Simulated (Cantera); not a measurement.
An isothermal, constant-pressure homogeneous reactor starts with CH4 : H2O = 1 : 0.5 (molar parts), at 1350 K and 9.87 atm. Integrator tolerance rtol = 1e-08.

Computed with Cantera and GRI-Mech 3.0 (53 species, 325 reactions). GRI-Mech 3.0 stops at C3 and has no aromatics, soot or wall deposition, so with more carbon than oxygen in the feed, carbon stays in small species such as C2H2 where larger ones or solid carbon would form.

What does this change do: H2O 0.5 to 0.09 parts?


```tsv
quantity	before	after
x(CH4) at 5.00 s	0.467 (gas-phase equilibrium 0.199)	0.644 (gas-phase equilibrium 0.615)
x(H2O) at 5.00 s	0.296 (gas-phase equilibrium 0.000695)	0.0723 (gas-phase equilibrium 7.88e-6)
x(HO2) at 5.00 s	<1e-12 (gas-phase equilibrium <1e-12)	<1e-12 (gas-phase equilibrium <1e-12)
x(O) at 5.00 s	<1e-12 (gas-phase equilibrium <1e-12)	<1e-12 (gas-phase equilibrium <1e-12)
x(C2H4) at 5.00 s	0.0455 (gas-phase equilibrium 0.000630)	0.0620 (gas-phase equilibrium 0.0274)
x(CH2O) at 5.00 s	4.21e-7 (gas-phase equilibrium 5.50e-7)	9.00e-8 (gas-phase equilibrium 8.78e-8)
x(CO) at 5.00 s	0.00374 (gas-phase equilibrium 0.199)	0.00120 (gas-phase equilibrium 0.0680)
```
